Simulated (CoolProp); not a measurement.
Vapour-liquid equilibrium of carbon dioxide (1) + propylene (2) at 1.03 MPa; x and y are mole fractions of (1).

Computed with CoolProp (multi-fluid Helmholtz-energy mixture model, Span 1996 and Lemmon 2013; pair parameters Bell 2016).

### Question
Give the bubble temperature and the first vapour's composition at x = 0.2, 0.65, 0.725. Is there an azeotrope?

### Answer
x = 0.2: -12.0 °C, y = 0.638; x = 0.65: -32.9 °C, y = 0.891; x = 0.725: -34.4 °C, y = 0.910. No azeotrope shows between x = 0.05 and 0.95.

The pair parameters rest on a limited set of measurements; away from them the model extrapolates.
